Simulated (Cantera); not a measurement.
A closed system holds: 1 mol CO, 13 mol H2, at 1173.15 K and 2.60 mbar.

Cantera equilibrium calculation (NASA polynomials, part measured and part estimated; ideal gas, pure solids and liquids). Candidate condensed phases: C, C6H6, C7H8, C8H18, H2O; 110 gas species. The numbers say what is thermodynamically allowed, not how fast it happens.

Base state: H2 0.929, CO 0.0714, CH4 1.68e-5, H2O 1.58e-5 (mole fractions); condensed: gas only.

Q: What changes in the equilibrium state with this change: temperature from 1173.15 K to 1775 K?

A: 
```
species   before    after
-------  -------  -------
H2         0.929    0.923
CO        0.0714   0.0712
H        2.23e-6  0.00545
CH4      1.68e-5  1.06e-7
H2O      1.58e-5  9.64e-7
```
